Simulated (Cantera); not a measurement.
A closed system holds: 1 mol MgO, 0.6 mol Br2, 1.2 mol N2, at 4430 Torr.

Cantera equilibrium calculation (NASA polynomials, part measured and part estimated; ideal gas, pure solids and liquids). Candidate condensed phases: Br2, Mg, MgBr2, MgO; 17 gas species. The numbers say what is thermodynamically allowed, not how fast it happens. All values below are at 1575 K.

Base state: N2 0.633, Br2 0.262, Br 0.0921, MgBr2 0.00861, O2 0.00420, NO 0.000220 (mole fractions); condensed: MgO(s).

### Question
What changes in the equilibrium state with this change: Br2 from 0.6 to 0.062 mol?

### Answer
```
species        before     after
-----------  --------  --------
N2              0.633     0.935
Br             0.0921    0.0314
Br2             0.262    0.0305
MgBr2         0.00861   0.00208
O2            0.00420  0.000975
NO           0.000220  0.000129
MgO(s), mol     0.984     0.997
```
